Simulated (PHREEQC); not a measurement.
A made-up water analysis in mg/L, 75 °C, pH 6.63, pe 2: Na 2520; K 2.05; Ca 73.3; Mg 225; Cl 4130; S(6) as SO4 605; Alkalinity as HCO3 148; Br 21.4; Sr 3.56.

Cl is adjusted to close the charge balance.
Valence states are taken as typed.

Computed with PHREEQC (ion-association model, phreeqc.dat).

No solid was allowed to form.

Question: Order these Mg species by the share of Mg that they hold, largest first: MgSO4, MgHCO3+, Mg+2.

Answer: Mg+2 (79 %), MgSO4 (20 %), MgHCO3+ (1.1 %)

Question: Order these S species by the share of S that they hold, largest first: SO4-2, NaSO4-, CaSO4, MgSO4.

Answer: SO4-2 (57 %), MgSO4 (29 %), NaSO4- (12 %), CaSO4 (2.2 %)

The pH is 6.63 and the ionic strength 0.141 mol/kgw. Constants without temperature data keep their 25 °C values here.
